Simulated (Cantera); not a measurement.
Cantera run:

```python
import numpy as np
import cantera as ct

gas_names = """
    AL ALCL ALCL2 ALCL3 ALH ALO ALOCL ALOH ALO2 ALO2H AL2 AL2CL6 AL2O AL2O2 CL CLO CL2 H HALO HCL HOCL
    HO2 H2 H2O H2O2 O OH O2 O3
""".split()
cond_names = """
    AL(cr) AL(L) ALCL3(s) ALCL3(L) AL2O3(a) AL2O3(L) H2O(s) H2O(L)
""".split()


# ... load() reads the species with a 1 bar reference pressure and builds the phases ...
atoms = {
    'AlCl3': {'AL': 1, 'CL': 3},
    'O2': {'O': 2},
    'H2': {'H': 2},
}
top_T = {}  # K; cautious upper limits of use, not melting points


# ... equilibrate(T, P, feed) seeds the gas with the atoms and calls Mixture.equilibrate('TP', solver="vcs", rtol=1e-11, max_steps=5000) ...
results = []
feed = {'AlCl3': 1, 'O2': 2.9, 'H2': 86}  # mol
P = 280  # Pa
for T in [1023, 1173, 1323, 1473, 1623, 1773, 1923, 2073, 2223]:
    mix = equilibrate(T, P, feed)
    results.append((T, P, feed, dict(zip(mix.species_names, mix.species_moles))))
    x = sorted(zip(gas.X, gas.species_names), reverse=True)
    print(f"T = {T:g} K  P = {P:g} Pa  gas = {mix.phase_moles(0):.4g} mol")
    print("   x: " + "  ".join(f"{s} {v:.3e}" for v, s in x if v > 0.001))
    print("   condensed (mol): " + ("  ".join(f"{mix.phase(i).name} {mix.phase_moles(i):.4g}"
          for i in range(1, mix.n_phases) if mix.phase_moles(i) > 1e-12) or "none"))
```

It prints:

```
T = 1023 K  P = 280 Pa  gas = 87.5 mol
   x: H2 9.166e-01  H2O 4.914e-02  HCL 3.429e-02
   condensed (mol): AL2O3(a) 0.5
T = 1173 K  P = 280 Pa  gas = 87.5 mol
   x: H2 9.166e-01  H2O 4.914e-02  HCL 3.429e-02
   condensed (mol): AL2O3(a) 0.5
T = 1323 K  P = 280 Pa  gas = 87.5 mol
   x: H2 9.165e-01  H2O 4.914e-02  HCL 3.428e-02
   condensed (mol): AL2O3(a) 0.5
T = 1473 K  P = 280 Pa  gas = 87.51 mol
   x: H2 9.164e-01  H2O 4.914e-02  HCL 3.427e-02
   condensed (mol): AL2O3(a) 0.5
T = 1623 K  P = 280 Pa  gas = 87.56 mol
   x: H2 9.154e-01  H2O 4.911e-02  HCL 3.423e-02  H 1.250e-03
   condensed (mol): AL2O3(a) 0.5
T = 1773 K  P = 280 Pa  gas = 87.73 mol
   x: H2 9.117e-01  H2O 4.900e-02  HCL 3.405e-02  H 5.133e-03
   condensed (mol): AL2O3(a) 0.4999
T = 1923 K  P = 280 Pa  gas = 88.27 mol
   x: H2 9.004e-01  H2O 4.867e-02  HCL 3.349e-02  H 1.689e-02
   condensed (mol): AL2O3(a) 0.4989
T = 2073 K  P = 280 Pa  gas = 89.66 mol
   x: H2 8.719e-01  H2O 4.795e-02  H 4.641e-02  HCL 3.201e-02  CL 1.258e-03
   condensed (mol): AL2O3(a) 0.4903
T = 2223 K  P = 280 Pa  gas = 92.8 mol
   x: H2 8.104e-01  H 1.090e-01  H2O 4.704e-02  HCL 2.850e-02  CL 2.782e-03
   condensed (mol): AL2O3(a) 0.4403
```

Cantera equilibrium calculation (NASA polynomials, part measured and part estimated; ideal gas, pure solids and liquids). The tables' values for AlOH are old estimates; treat these amounts as uncertain.
